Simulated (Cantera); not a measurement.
A closed system holds: 1 mol NH₃, 0.26 mol SO₂, 0.04 mol O₂, at 1873 K and 75.0 Torr.

Equilibrium computed with Cantera from the NASA thermochemical tables; the gas is ideal and each condensed phase is pure. The numbers say what is thermodynamically allowed, not how fast it happens.

| species | before | after |
|---|---|---|
| H₂ | 0.413 | 0.345 |
| H₂O | 0.269 | 0.337 |
| N₂ | 0.236 | 0.235 |
| SO₂ | 0.00548 | 0.0120 |
| H₂S | 0.0227 | 0.0185 |
| S₂ | 0.0415 | 0.0394 |
| SO | 0.00353 | 0.00516 |
| S₂O | 0.000179 | 0.000255 |
| OH | 6.62e-5 | 9.08e-5 |
| SH | 0.00692 | 0.00617 |
| H | 0.00131 | 0.00120 |
| S | 0.000843 | 0.000822 |
Gas species are given as mole fractions.

Task: What was changed between the two runs?
A) O₂ from 0.04 to 0.13 mol
B) temperature from 1873 K to 1350 K
C) pressure from 75.0 Torr to 10.0 Torr
D) pressure from 75.0 Torr to 1.13 Torr

Result: A, O₂ from 0.04 to 0.13 mol
